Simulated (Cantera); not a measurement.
A jet of CH4 : O2 : N2 = 0.038 : 0.063 : 0.79 (molar parts), equivalence ratio 1.2 at 300 K and 0.375 atm hits a platinum plate 8.7 cm away at a mass flux of 0.026 kg/m²/s; the plate temperature is set and raised in steps from an oxygen-covered start.

Computed with Cantera and Deutschmann's 1995 Pt surface mechanism with GRI-Mech 3.0 gas chemistry. Catalytic surfaces can have several steady states; this one follows from the mechanism file's or the stated starting coverage.

One state of this run: wall x CH4 = 0.00207; wall x O2 = 0.000787; wall x H2O = 0.0747; wall x OH = <1e-8; wall x CO = 0.0315; wall x CO2 = 0.0129; θ free Pt = 0.387; θ H* = 0.000274; θ CO* = 0.605; θ C* = 0.00818. x: mole fraction at the wall; θ: surface coverage.

Question: Which value of plate T (K) does it belong to?
(A) 950
(B) 900
(C) 1100
(D) 1000

Answer: B, 900
